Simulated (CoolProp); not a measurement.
A simple Rankine cycle with hexamethyldisiloxane (MM): condensing at 313.15 K, boiler at 0.286 MPa, turbine inlet 416 K, turbine efficiency 0.85, pump efficiency 0.6, no recuperator. Each further row changes one setting.

Model: reference Helmholtz-energy equation of state, Thol 2016, in CoolProp.

```json
[
 {"case": "as stated", "thermal efficiency (%)": "13.7", "net work (kJ/kg)": "52.4", "heat in (kJ/kg)": "383", "turbine exit temperature (K)": "380.5", "volume ratio over the turbine": "26.2"},
 {"case": "turbine inlet 436 K", "thermal efficiency (%)": "13.2", "net work (kJ/kg)": "55.5", "heat in (kJ/kg)": "421", "turbine exit temperature (K)": "400.6", "volume ratio over the turbine": "25.7"},
 {"case": "condensing temperature 305.15 K", "thermal efficiency (%)": "14.6", "net work (kJ/kg)": "58.4", "heat in (kJ/kg)": "399", "turbine exit temperature (K)": "376.9", "volume ratio over the turbine": "37.6"},
 {"case": "boiler pressure 0.2 MPa", "thermal efficiency (%)": "12.3", "net work (kJ/kg)": "47.6", "heat in (kJ/kg)": "387", "turbine exit temperature (K)": "385.3", "volume ratio over the turbine": "17.7"},
 {"case": "turbine efficiency 0.75", "thermal efficiency (%)": "12.0", "net work (kJ/kg)": "46.2", "heat in (kJ/kg)": "383", "turbine exit temperature (K)": "384.1", "volume ratio over the turbine": "26.4"}
]
```
